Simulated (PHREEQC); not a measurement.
Metal-bearing waste water (model solution)

Consider water at 20 °C with 0.0025 mol/kgw CdCl2, 0.12 mol/kgw CuCl2, 0.0043 mol/kgw HCl and 0.22 mol/kgw NaCl. Closed to the air; pH follows from the charge balance.

The numbers come from PHREEQC with the ion-association model, phreeqc.dat.

Each row changes one thing in this solution. No solid was allowed to form.

```tsv
case	pH	ionic strength (mol/kgw)	Cl- (mol/kgw)	Cu+2 (mol/kgw)	CuCl+ (mol/kgw)	CuCl2 (mol/kgw)	SI of Halite (NaCl)
as made	2.48	0.536	0.440	0.0962	0.0220	0.00182	-2.91
HCl replaced by LiCl at the same molality	4.35	0.536	0.440	0.0962	0.0219	0.00182	-2.91
temperature from 20 to 35 °C	2.48	0.504	0.423	0.0807	0.0359	0.00336	-2.95
NaCl from 0.22 to 1.1 mol/kgw	2.50	1.37	1.29	0.0740	0.0393	0.00658	-1.76
diluted 10-fold with water	3.44	0.0578	0.0462	0.0115	0.000519	7.84e-6	-4.74
```

The ionic strength passes 0.7 mol/kgw, the rough limit of the ion-association models, in NaCl from 0.22 to 1.1 mol/kgw. Species that the database lacks are ignored.
